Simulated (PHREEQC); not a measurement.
0.5 mol of Zn(OH)2-e (Zn(OH)2) is brought to equilibrium with 1 kg of water, with rising amounts of ZnSO4, at 25 °C. O2 is buffered at 0.21 atm. No CO2 enters from the air. Only these solids could form: Zn(OH)2-e, Zn4(OH)6SO4, Goslarite.

Equilibrium calculation in PHREEQC: ion-association model, wateq4f.dat.

Predict Zn4(OH)6SO4 (mol) at ZnSO4 added (mol) = 0.00417, 0.0104, 0.0125, 0.0229, 0.025.


```
ZnSO4 added (mol)  Zn4(OH)6SO4 (mol)
-----------------  -----------------
0.00417                      0.00279
0.0104                       0.00902
0.0125                        0.0111
0.0229                        0.0215
0.025                         0.0236
```
